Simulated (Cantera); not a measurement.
# Diamond growth

A diamond (100) surface in a fixed gas of H2 with x(CH4) = 0.012, x(CH3) = 7.4e-05, at 1150 K, 8.25 Torr; coverages are run to steady state.

Model: the Harris–Goodwin 1993 mechanism for the reconstructed diamond (100) surface, integrated in Cantera.

| x(H) | growth (µm/h) | θ c6HH | θ c6H* | θ c6*H | θ c6** | θ c6HM |
|---|---|---|---|---|---|---|
| 0.0001 | 0.00995 | 0.605 | 0.0255 | 0.362 | 0.00533 | 0.000537 |
| 0.00025 | 0.0237 | 0.536 | 0.0297 | 0.421 | 0.0109 | 0.000695 |
| 0.00062 | 0.0445 | 0.500 | 0.0317 | 0.450 | 0.0166 | 0.000810 |
| 0.0015 | 0.0765 | 0.484 | 0.0325 | 0.461 | 0.0206 | 0.000856 |
| 0.0038 | 0.139 | 0.477 | 0.0329 | 0.466 | 0.0228 | 0.000820 |
| 0.0096 | 0.251 | 0.474 | 0.0331 | 0.468 | 0.0238 | 0.000688 |
| 0.024 | 0.410 | 0.473 | 0.0332 | 0.469 | 0.0242 | 0.000483 |
| 0.059 | 0.564 | 0.472 | 0.0333 | 0.470 | 0.0244 | 0.000278 |
| 0.15 | 0.673 | 0.472 | 0.0335 | 0.470 | 0.0246 | 0.000133 |
θ: site fractions in the mechanism's names (c6HH fully hydrogenated, c6H* and c6*H radical sites, c6** diradical, c6HM methylated).
